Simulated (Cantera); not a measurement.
**Low-pressure radical oxidation in H2/O2**

A perfectly stirred reactor is fed with 9.36 % H2, 90.6 % O2, at 0.0267 bar; it is held at 973 K, and followed from long to short residence time.

Model: GRI-Mech 3.0 (53 species, 325 reactions), integrated in Cantera. Radical loss at walls, strong at low pressure, is not modelled. The temperature is held fixed by assumption; the heat of reaction is taken as removed at once.

| τ (s) | x H2 | x O2 | x H2O2 | x H2O | x O | x HO2 | x H |
|---|---|---|---|---|---|---|---|
| 0.62 | 0.00100 | 0.901 | 3.68e-7 | 0.0968 | 0.000656 | 8.70e-6 | 8.26e-5 |
| 0.33 | 0.00143 | 0.901 | 4.22e-7 | 0.0963 | 0.000951 | 1.06e-5 | 0.000154 |
| 0.18 | 0.00200 | 0.900 | 4.79e-7 | 0.0955 | 0.00135 | 1.26e-5 | 0.000280 |
| 0.096 | 0.00281 | 0.900 | 5.42e-7 | 0.0944 | 0.00191 | 1.47e-5 | 0.000518 |
| 0.051 | 0.00396 | 0.899 | 6.08e-7 | 0.0928 | 0.00269 | 1.68e-5 | 0.000953 |
| 0.028 | 0.00547 | 0.897 | 6.69e-7 | 0.0906 | 0.00368 | 1.86e-5 | 0.00168 |
| 0.015 | 0.00766 | 0.895 | 7.26e-7 | 0.0873 | 0.00503 | 2.01e-5 | 0.00297 |
| 0.0079 | 0.0108 | 0.893 | 7.69e-7 | 0.0825 | 0.00676 | 2.11e-5 | 0.00516 |
| 0.0042 | 0.0152 | 0.890 | 7.92e-7 | 0.0756 | 0.00872 | 2.15e-5 | 0.00840 |
| 0.0023 | 0.0212 | 0.886 | 7.92e-7 | 0.0668 | 0.0105 | 2.11e-5 | 0.0122 |
x: mole fraction; the columns are a selection and need not sum to one.
